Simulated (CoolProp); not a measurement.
Vapour pressure (kPa) of C2F6 (R116): the reference equation beside estimates from Tc = 293.0 K, pc = 3048 kPa, ω = 0.257.

The numbers come from the reference Helmholtz-energy equation of state, Lemmon 2006 in CoolProp. It is a short technical equation, of lower accuracy than the large ones.

```json
[
 {"T (K)": "208.7", "reference": "199.7", "Lee-Kesler": "200.0", "Redlich-Kwong": "307.9", "Peng-Robinson": "198.8"},
 {"T (K)": "213", "reference": "242.3", "Lee-Kesler": "243.0", "Redlich-Kwong": "363.4", "Peng-Robinson": "241.2"},
 {"T (K)": "217.3", "reference": "291.6", "Lee-Kesler": "292.7", "Redlich-Kwong": "425.8", "Peng-Robinson": "290.2"},
 {"T (K)": "221.5", "reference": "346.6", "Lee-Kesler": "348.2", "Redlich-Kwong": "493.6", "Peng-Robinson": "345.0"},
 {"T (K)": "225.8", "reference": "410.7", "Lee-Kesler": "412.8", "Redlich-Kwong": "570.6", "Peng-Robinson": "409.0"},
 {"T (K)": "230", "reference": "481.5", "Lee-Kesler": "484.1", "Redlich-Kwong": "653.5", "Peng-Robinson": "479.8"},
 {"T (K)": "234.3", "reference": "563.1", "Lee-Kesler": "566.1", "Redlich-Kwong": "746.7", "Peng-Robinson": "561.6"},
 {"T (K)": "238.5", "reference": "652.2", "Lee-Kesler": "655.7", "Redlich-Kwong": "846.2", "Peng-Robinson": "651.1"},
 {"T (K)": "242.8", "reference": "754.0", "Lee-Kesler": "757.7", "Redlich-Kwong": "957.1", "Peng-Robinson": "753.5"},
 {"T (K)": "247.1", "reference": "867.1", "Lee-Kesler": "871.1", "Redlich-Kwong": "1078", "Peng-Robinson": "867.5"}
]
```

Absolute difference from the reference over all 10 rows, mean and median: Lee-Kesler 0.4 and 0.5 %, Redlich-Kwong 38.1 and 37.3 %, Peng-Robinson 0.3 and 0.4 %.
